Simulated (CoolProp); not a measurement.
Vapour-liquid equilibrium of ethanol (1) + toluene (2) at 130.55 °C; x and y are mole fractions of (1).

Model: multi-fluid Helmholtz-energy mixture model, Schroeder 2014 and Lemmon 2006; pair parameters Bell 2016, in CoolProp.

| x | bubble pressure, mixture model (MPa) | bubble pressure, Raoult's law (MPa) | y, mixture model | y, Raoult's law |
|---|---|---|---|---|
| 0.05 | (withheld) | 0.1934 | 0.342 | 0.151 |
| 0.2 | (withheld) | 0.2548 | 0.616 | 0.457 |
| 0.35 | (withheld) | 0.3163 | (withheld) | 0.645 |
| 0.5 | 0.5147 | 0.3777 | 0.740 | 0.771 |
| 0.65 | 0.5424 | 0.4391 | 0.785 | 0.862 |
| 0.8 | 0.5661 | 0.5006 | 0.851 | 0.931 |
| 0.95 | (withheld) | 0.5620 | 0.954 | 0.985 |

**Question.** Fill in the missing entries.

**Answer.** 
- 0.05, bubble pressure, mixture model (MPa): 0.2579
- 0.2, bubble pressure, mixture model (MPa): 0.4100
- 0.35, bubble pressure, mixture model (MPa): 0.4780
- 0.35, y, mixture model: 0.695
- 0.95, bubble pressure, mixture model (MPa): 0.5810

The largest gap from Raoult's law is +60.9 % in bubble pressure, at x = 0.2. No azeotrope shows between x = 0.05 and 0.95.

Pair parameters are fitted to limited data, so mixtures are less certain than the pure fluids. With so large a gap from Raoult's law the liquid may split in two, which this calculation doesn't test in full.
